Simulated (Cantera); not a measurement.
**Catalytic combustion on Pt**

An isothermal plug-flow reactor at 625 K and 0.355 atm (inlet), inlet velocity 0.36 m/s, active area per volume 330 1/m; feed 0.478 % H2, 14.9 % O2, 78.7 % N2, 5.88 % H2O, equivalence ratio 0.016.

Cantera simulation using Deutschmann's 1995 Pt surface mechanism with GRI-Mech 3.0 gas chemistry; the numbers are that mechanism's predictions, not measurements. Catalytic surfaces can have several steady states; this one follows from the mechanism file's or the stated starting coverage. Mass transfer to the wall is taken as infinitely fast.

```json
[
 {"z (m)": "4.1e-05", "x H2": "0.00451", "x O2": "0.149", "x H2O": "0.0591", "θ free Pt": "0.0508", "θ O*": "0.938", "θ OH*": "0.0112"},
 {"z (m)": "7.3e-05", "x H2": "0.00431", "x O2": "0.149", "x H2O": "0.0593", "θ free Pt": "0.0486", "θ O*": "0.940", "θ OH*": "0.0110"},
 {"z (m)": "0.00013", "x H2": "0.00401", "x O2": "0.149", "x H2O": "0.0596", "θ free Pt": "0.0452", "θ O*": "0.944", "θ OH*": "0.0106"},
 {"z (m)": "0.00023", "x H2": "0.00356", "x O2": "0.149", "x H2O": "0.0600", "θ free Pt": "0.0403", "θ O*": "0.950", "θ OH*": "0.0101"},
 {"z (m)": "0.00041", "x H2": "0.00297", "x O2": "0.149", "x H2O": "0.0606", "θ free Pt": "0.0336", "θ O*": "0.957", "θ OH*": "0.00925"},
 {"z (m)": "0.00073", "x H2": "0.00229", "x O2": "0.148", "x H2O": "0.0614", "θ free Pt": "0.0260", "θ O*": "0.966", "θ OH*": "0.00820"},
 {"z (m)": "0.0013", "x H2": "0.00162", "x O2": "0.148", "x H2O": "0.0620", "θ free Pt": "0.0186", "θ O*": "0.974", "θ OH*": "0.00698"},
 {"z (m)": "0.0023", "x H2": "0.00107", "x O2": "0.148", "x H2O": "0.0626", "θ free Pt": "0.0124", "θ O*": "0.982", "θ OH*": "0.00575"},
 {"z (m)": "0.0041", "x H2": "0.000654", "x O2": "0.148", "x H2O": "0.0630", "θ free Pt": "0.00794", "θ O*": "0.987", "θ OH*": "0.00462"}
]
```
x: gas mole fraction; θ: surface coverage.
